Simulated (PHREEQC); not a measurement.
## Buffer (model solution)

A solution holds 0.021 mol/kgw H3PO4 and 1.2 mol/kgw NaOH, at 25 °C. Closed to the air; pH follows from the charge balance.

Model: ion-association model, wateq4f.dat, run in PHREEQC.

```
Quantity                 Result
-----------------  ------------
pH                        13.82
ionic strength     1.26 mol/kgw
activity of water         0.960
total alkalinity    1180 meq/kg
```

```tsv
species	molality	activity	log γ
Na+	1.20	0.876	-0.137
OH-	1.14	0.639	-0.250
PO4-3	0.0209	0.000322	-1.813
HPO4-2	6.86e-5	1.07e-5	-0.806
NaHPO4-	2.85e-5	1.83e-5	-0.191
```

This is a speciation only: nothing precipitates in the calculation. The ionic strength is past about 0.7 mol/kgw, beyond the range of this activity model, so the values are rough. H3PO4, which wateq4f.dat lacks, is added to it with the constant of phreeqc.dat.
